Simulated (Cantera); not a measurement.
Input (Python, Cantera) and output of one run.

```python
import numpy as np
import cantera as ct

gas_names = [...]  # 151 gases of nasa_gas.yaml made of C, H, N, O, Si
cond_names = """
    C(gr) C6H6(L) C7H8(L) C8H18(L),n-octa H2O(s) H2O(L) Si(cr) Si(L) SiC(b) SiO2(Lqz) SiO2(hqz) SiO2(L)
    Si2N2O(s) Si3N4(a)
""".split()


# ... load() reads the species with a 1 bar reference pressure and builds the phases ...
atoms = {
    'HMDSO': {'Si': 2, 'C': 6, 'H': 18, 'O': 1},
    'N2O': {'N': 2, 'O': 1},
    'H2': {'H': 2},
}
top_T = {'C(gr)': 4500, 'SiC(b)': 3050, 'Si2N2O(s)': 2100, 'Si3N4(a)': 2400}  # K; cautious upper limits of use, not melting points


# ... equilibrate(T, P, feed) seeds the gas with the atoms and calls Mixture.equilibrate('TP', solver="vcs", rtol=1e-11, max_steps=5000) ...
results = []
feed = {'HMDSO': 1, 'N2O': 0.89, 'H2': 18}  # mol
T = 625  # K
P = 10000  # Pa
mix = equilibrate(T, P, feed)
results.append((T, P, feed, dict(zip(mix.species_names, mix.species_moles))))
print(gas.report(threshold=0.001))
for i in range(1, mix.n_phases):
    print(f"{mix.phase(i).name:16s} {mix.phase_moles(i):12.5e} mol")
```

It prints:

```
       temperature   625 K
          pressure   10000 Pa
           density   0.011966 kg/m^3
  mean mol. weight   6.2184 kg/kmol
   phase of matter   gas

                          1 kg             1 kmol
                     ---------------   ---------------
          enthalpy       -1.6366e+06       -1.0177e+07  J
   internal energy       -2.4723e+06       -1.5374e+07  J
           entropy             31530        1.9607e+05  J/K
    Gibbs function       -2.1343e+07       -1.3272e+08  J
 heat capacity c_p            5845.7             36351  J/K
 heat capacity c_v            4508.6             28037  J/K

                      mass frac. Y      mole frac. X     chem. pot. / RT
                     ---------------   ---------------   ---------------
               CH4           0.73074           0.28324           -41.392
                H2           0.22949           0.70787           -19.127
                N2          0.039352         0.0087352           -30.854
     [ +148 minor]        0.00042108        0.00015363

C(gr)             0.00000e+00 mol
Si(cr)            0.00000e+00 mol
SiC(b)            0.00000e+00 mol
SiO2(Lqz)         5.93327e-01 mol
Si2N2O(s)         7.03336e-01 mol
Si3N4(a)          0.00000e+00 mol
```

Method: chemical equilibrium by Gibbs-energy minimisation in Cantera with the NASA 1993 tables (ideal gas, pure condensed phases). The feed counts by its element totals alone.
